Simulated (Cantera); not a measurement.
Cantera run, input and output.

```python
import numpy as np
import cantera as ct

gas = ct.Solution("gri30.yaml")
gas.TPX = 675, 60000, {'CO': 1, 'H2': 0.092, 'CH4': 0.3, 'O2': 2.9, 'N2': 7.43}
inlet = ct.Reservoir(gas, clone=True)
gas.equilibrate("HP")  # start burning
reactor = ct.IdealGasConstPressureReactor(gas, energy="on", clone=False)
exhaust = ct.Reservoir(gas, clone=True)
tau = [0.063, 0.025, 0.01, 0.0042, 0.0017, 0.00069, 0.00028, 0.00011, 4.7e-05, 1.9e-05, 7.7e-06, 3.1e-06][0]
for a, b in ((inlet, reactor), (reactor, exhaust)):
    ct.MassFlowController(a, b, mdot=lambda t: reactor.mass / tau)
net = ct.ReactorNet([reactor])
show = ['CO', 'H2', 'CH4', 'CO2', 'C2H', 'C2H6']

rows = []
print(f"{'tau/s':>10s}{'T/K':>9s}" + "".join(f"{s:>11s}" for s in show))
for tau in [0.063, 0.025, 0.01, 0.0042, 0.0017, 0.00069, 0.00028, 0.00011, 4.7e-05, 1.9e-05, 7.7e-06, 3.1e-06]:
    net.initial_time = 0.0
    net.advance(30 * tau)
    before = gas.X
    net.advance(40 * tau)
    drift = np.max(np.abs(gas.X - before) / (gas.X + 1e-9))
    rows.append([gas.T, *gas[show].X, drift])
    print(f"{tau:10.3e}{gas.T:9.1f}" + "".join(f"{x:11.3e}" for x in gas[show].X))
```

Output:

```
     tau/s      T/K         CO         H2        CH4        CO2        C2H       C2H6
 6.300e-02   1945.0  1.806e-03  1.785e-04  3.554e-06  1.142e-01  1.592e-14  1.801e-12
 2.500e-02   1925.7  3.144e-03  3.086e-04  6.289e-06  1.127e-01  2.719e-14  3.768e-12
 1.000e-02   1894.4  5.355e-03  5.237e-04  1.114e-05  1.103e-01  4.178e-14  7.762e-12
 4.200e-03   1849.3  8.586e-03  8.309e-04  1.980e-05  1.066e-01  6.056e-14  1.685e-11
 1.700e-03   1781.4  1.360e-02  1.266e-03  3.873e-05  1.010e-01  8.993e-14  4.644e-11
 6.900e-04   1686.5  2.146e-02  1.783e-03  8.612e-05  9.234e-02  1.440e-13  1.854e-10
 2.800e-04   1549.3  3.658e-02  2.356e-03  2.558e-04  7.596e-02  2.842e-13  1.663e-09
 1.100e-04    675.0  8.531e-02  7.848e-03  2.559e-02  2.714e-14  2.341e-41  1.809e-18
 4.700e-05    675.0  8.531e-02  7.848e-03  2.559e-02  1.039e-14  2.056e-42  1.538e-21
 1.900e-05    675.0  8.531e-02  7.848e-03  2.559e-02  3.860e-15 -1.251e-46 -1.076e-25
 7.700e-06    675.0  8.531e-02  7.848e-03  2.559e-02  1.493e-15  1.443e-50 -3.723e-29
 3.100e-06    675.0  8.531e-02  7.848e-03  2.559e-02  5.895e-16  1.703e-54  1.816e-30
```

Detailed kinetics in Cantera: GRI-Mech 3.0 (53 species, 325 reactions).
